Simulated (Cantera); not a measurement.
Feed: 1 mol SiH4, a varied amount of CO2, 30 mol N2, equilibrated at 1600 K and 54.0 Pa.

Method: chemical equilibrium by Gibbs-energy minimisation in Cantera with the NASA 1993 tables (ideal gas, pure condensed phases). Candidate condensed phases: C, C6H6, C7H8, C8H18, H2O, Si, SiC, SiO2, Si2N2O, Si3N4; 151 gas species. The tables hold silica as quartz up to 1696 K and as liquid above; real silica turns to tridymite and cristobalite and melts near 1996 K. Rates play no part.

Question: At 1.4 mol CO2, list the 5 most abundant gas species with their mole fractions, and the condensed phases.

Answer: N2 0.882, H2 0.0584, CO 0.0411, SiO 0.0178, H 0.000565. Condensed: SiO2(β-quartz).
